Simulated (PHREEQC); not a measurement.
Solution (25 °C): 0.06 mol NaHSO4, 0.047 mol Na2HPO4 and 0.00053 mol NaCl per kg of water. Closed to the air; pH follows from the charge balance.

Equilibrium calculation in PHREEQC: ion-association model, wateq4f.dat.

Question: The ionic strength comes out as 0.194 mol/kgw. What activity coefficients do H+, Na+, H2PO4-, NaSO4-, SO4-2 get?

Answer: H+ 0.80, Na+ 0.74, H2PO4- 0.75, NaSO4- 0.75, SO4-2 0.30.

No solid was allowed to form. H3PO4, which wateq4f.dat lacks, is added to it with the constant of phreeqc.dat.
